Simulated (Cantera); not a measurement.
Charge: 1 mol CCl4, 1.7 mol HCl, 0.042 mol Si, at 2975 K and 1.00 bar.

Method: chemical equilibrium by Gibbs-energy minimisation in Cantera with the NASA 1993 tables (ideal gas, pure condensed phases). Candidate condensed phases: C, C6H6, C7H8, C8H18, Si, SiC; 109 gas species. The tables' values for SiCl3, SiCl, CCl are old estimates; treat these amounts as uncertain. Equilibrium is a limit: real reactors are often held back by kinetics, nucleation or transport.

Base state: Cl 0.688, HCl 0.290, SiCl2 0.00619, H 0.00613, Cl2 0.00564, H2 0.00176, SiCl3 0.00103, C2HCl 0.000366 (mole fractions); condensed: C(graphite).

Task: What changes in the equilibrium state with this change: CCl4 replaced by c-C4F8?

Result: 
| species | before | after |
|---|---|---|
| CF2 | 0 | 0.276 |
| HF | 0 | 0.235 |
| Cl | 0.688 | 0.233 |
| HCl | 0.290 | 0.00236 |
| F | 0 | 0.201 |
| CF | 0 | 0.0220 |
| CF4 | 0 | 0.0136 |
| SiF4 | 0 | 0.00573 |
| CF3 | 0 | 0.00937 |
| SiCl2 | 0.00619 | <1e-9 |
| C(graphite), mol | 0.986 | 1.69 |
The feed counts by its element totals alone. The tables' values for SiF3, C2F4, CCl are old estimates; treat these amounts as uncertain. Gases not in the tables: C2F6 and larger saturated fluorocarbons.
